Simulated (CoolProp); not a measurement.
A simple Rankine cycle with methanol: condensing at 312.15 K, boiler at 1.5 MPa, turbine inlet 431.4 K, turbine efficiency 0.7, pump efficiency 0.6, no recuperator. Each further row changes one setting.

Computed with CoolProp (reference Helmholtz-energy equation of state, de Reuck 1993).

```json
[
 {"case": "as stated", "thermal efficiency (%)": "16.4", "net work (kJ/kg)": "202", "heat in (kJ/kg)": "1240", "turbine exit temperature (K)": "312.2", "volume ratio over the turbine": "34.4"},
 {"case": "turbine inlet 451.4 K", "thermal efficiency (%)": "16.6", "net work (kJ/kg)": "218", "heat in (kJ/kg)": "1310", "turbine exit temperature (K)": "312.2", "volume ratio over the turbine": "32.4"},
 {"case": "condensing temperature 304.15 K", "thermal efficiency (%)": "17.4", "net work (kJ/kg)": "220", "heat in (kJ/kg)": "1260", "turbine exit temperature (K)": "304.1", "volume ratio over the turbine": "49.2"},
 {"case": "boiler pressure 1.05 MPa", "thermal efficiency (%)": "15.2", "net work (kJ/kg)": "196", "heat in (kJ/kg)": "1290", "turbine exit temperature (K)": "312.2", "volume ratio over the turbine": "23.3"},
 {"case": "turbine efficiency 0.6", "thermal efficiency (%)": "14.0", "net work (kJ/kg)": "173", "heat in (kJ/kg)": "1240", "turbine exit temperature (K)": "312.2", "volume ratio over the turbine": "35.4"}
]
```

The expansion ends wet for: as stated; turbine inlet 451.4 K; condensing temperature 304.15 K; boiler pressure 1.05 MPa; turbine efficiency 0.6.
